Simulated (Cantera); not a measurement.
Cantera run:

```python
import numpy as np
import cantera as ct

gas_names = """
    H H2 N NH NH2 NH3 N2 N2H2 N2H4 Si SiH SiH2 SiH3 SiH4 SiN Si2 Si2N Si3
""".split()
cond_names = """
    Si(cr) Si(L) Si3N4(a)
""".split()


# ... load() reads the species with a 1 bar reference pressure and builds the phases ...
atoms = {
    'Si2H6': {'Si': 2, 'H': 6},
    'N2': {'N': 2},
}
top_T = {'Si3N4(a)': 2400}  # K; cautious upper limits of use, not melting points


# ... equilibrate(T, P, feed) seeds the gas with the atoms and calls Mixture.equilibrate('TP', solver="vcs", rtol=1e-11, max_steps=5000) ...
results = []
feed = {'Si2H6': 1, 'N2': 3.5}  # mol
T = 1223  # K
P = 1100  # Pa
mix = equilibrate(T, P, feed)
results.append((T, P, feed, dict(zip(mix.species_names, mix.species_moles))))
x = sorted(zip(gas.X, gas.species_names), reverse=True)
print(f"T = {T:g} K  P = {P:g} Pa  gas = {mix.phase_moles(0):.4g} mol")
print("   x: " + "  ".join(f"{s} {v:.3e}" for v, s in x if v > 0.001))
print("   condensed (mol): " + ("  ".join(f"{mix.phase(i).name} {mix.phase_moles(i):.4g}"
      for i in range(1, mix.n_phases) if mix.phase_moles(i) > 1e-12) or "none"))
```

Result:

```
T = 1223 K  P = 1100 Pa  gas = 5.167 mol
   x: H2 5.806e-01  N2 4.194e-01
   condensed (mol): Si3N4(a) 0.6667
```

Equilibrium computed with Cantera from the NASA thermochemical tables; the gas is ideal and each condensed phase is pure. The feed counts by its element totals alone. N2 is the only nitrogen source here; it is nearly inert below about 1500 K, so the nitride shown seldom forms there in practice.
